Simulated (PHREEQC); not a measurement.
## Polishing slurry liquid

Make-up at 67 °C: 0.3 mol KOH and 0.0046 mol Fe(NO3)3 per kg of water. Closed to the air; pH follows from the charge balance.

Model: ion-association model, wateq4f.dat, run in PHREEQC.

- pH = 12.14
- ionic strength = 0.300 mol/kgw
- activity of water = 0.990
- total alkalinity = 291 meq/kg

```csv
species,molality,activity,log γ
K+,0.300,0.198,-0.180
OH-,0.282,0.184,-0.185
NO3-,0.0138,0.00879,-0.196
Fe(OH)4-,0.00460,0.00324,-0.152
Fe(OH)3,5.46e-7,5.85e-7,0.030
```

No solid was allowed to form. Examples of supersaturated solids here: Hematite (slow to form), Goethite (slow to form). Others may be too. Complexes and solids missing from the database can't appear. At this temperature some constants are extrapolated from 25 °C, and those without enthalpy data are left unchanged.
